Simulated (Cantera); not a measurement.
# Adiabatic ignition

An adiabatic, constant-volume homogeneous reactor starts with 3.48 % CH₄, 0.111 % C₂H₆, 0.0417 % C₃H₈, 20.3 % O₂, 76.1 % N₂, at 1150 K and 1.30 bar.

Computed with Cantera and GRI-Mech 3.0 (53 species, 325 reactions).

```json
[
 {"t (s)": "7.00e-6", "T (K)": "1150", "P (bar)": "1.30", "x CH₄": "0.0348", "x C₂H₆": "0.00111", "x C₃H₈": "0.000417", "x NO": "<1e-12", "x H": "7.31e-11", "x HO₂": "3.51e-9"},
 {"t (s)": "1.83e-5", "T (K)": "1150", "P (bar)": "1.30", "x CH₄": "0.0348", "x C₂H₆": "0.00111", "x C₃H₈": "0.000417", "x NO": "<1e-12", "x H": "8.30e-11", "x HO₂": "1.08e-8"},
 {"t (s)": "4.77e-5", "T (K)": "1150", "P (bar)": "1.30", "x CH₄": "0.0348", "x C₂H₆": "0.00111", "x C₃H₈": "0.000417", "x NO": "<1e-12", "x H": "9.16e-11", "x HO₂": "3.01e-8"},
 {"t (s)": "0.000124", "T (K)": "1150", "P (bar)": "1.30", "x CH₄": "0.0348", "x C₂H₆": "0.00111", "x C₃H₈": "0.000417", "x NO": "<1e-12", "x H": "1.18e-10", "x HO₂": "8.20e-8"},
 {"t (s)": "0.000325", "T (K)": "1150", "P (bar)": "1.30", "x CH₄": "0.0348", "x C₂H₆": "0.00111", "x C₃H₈": "0.000417", "x NO": "<1e-12", "x H": "2.13e-10", "x HO₂": "2.27e-7"},
 {"t (s)": "0.000848", "T (K)": "1150", "P (bar)": "1.30", "x CH₄": "0.0348", "x C₂H₆": "0.00111", "x C₃H₈": "0.000417", "x NO": "<1e-12", "x H": "7.08e-10", "x HO₂": "6.51e-7"},
 {"t (s)": "0.00221", "T (K)": "1150", "P (bar)": "1.30", "x CH₄": "0.0347", "x C₂H₆": "0.00111", "x C₃H₈": "0.000415", "x NO": "<1e-12", "x H": "4.46e-9", "x HO₂": "1.75e-6"},
 {"t (s)": "0.00578", "T (K)": "1151", "P (bar)": "1.30", "x CH₄": "0.0346", "x C₂H₆": "0.00111", "x C₃H₈": "0.000407", "x NO": "<1e-12", "x H": "1.55e-8", "x HO₂": "3.17e-6"},
 {"t (s)": "0.0151", "T (K)": "1162", "P (bar)": "1.31", "x CH₄": "0.0333", "x C₂H₆": "0.00113", "x C₃H₈": "0.000333", "x NO": "<1e-12", "x H": "2.57e-7", "x HO₂": "1.87e-5"},
 {"t (s)": "0.0394", "T (K)": "2171", "P (bar)": "2.46", "x CH₄": "<1e-12", "x C₂H₆": "<1e-12", "x C₃H₈": "<1e-12", "x NO": "0.000729", "x H": "3.42e-5", "x HO₂": "3.89e-6"},
 {"t (s)": "0.103", "T (K)": "2166", "P (bar)": "2.45", "x CH₄": "<1e-12", "x C₂H₆": "<1e-12", "x C₃H₈": "<1e-12", "x NO": "0.00252", "x H": "3.29e-5", "x HO₂": "3.81e-6"},
 {"t (s)": "0.268", "T (K)": "2158", "P (bar)": "2.44", "x CH₄": "<1e-12", "x C₂H₆": "<1e-12", "x C₃H₈": "<1e-12", "x NO": "0.00557", "x H": "3.07e-5", "x HO₂": "3.67e-6"},
 {"t (s)": "0.700", "T (K)": "2151", "P (bar)": "2.44", "x CH₄": "<1e-12", "x C₂H₆": "<1e-12", "x C₃H₈": "<1e-12", "x NO": "0.00801", "x H": "2.90e-5", "x HO₂": "3.55e-6"}
]
```
x: mole fraction; the columns are a selection and need not sum to one.

```json
{
 "time_of_steepest_temperature_rise": "17.5 ms",
 "temperature at 0.700 s": "2151 K",
 "equilibrium_temperature": "2150 K",
 "x(CH₄) at 0.700 s": "<1e-12 (gas-phase equilibrium <1e-12)",
 "x(C₂H₆) at 0.700 s": "<1e-12 (gas-phase equilibrium <1e-12)",
 "x(C₃H₈) at 0.700 s": "<1e-12 (gas-phase equilibrium <1e-12)"
}
```
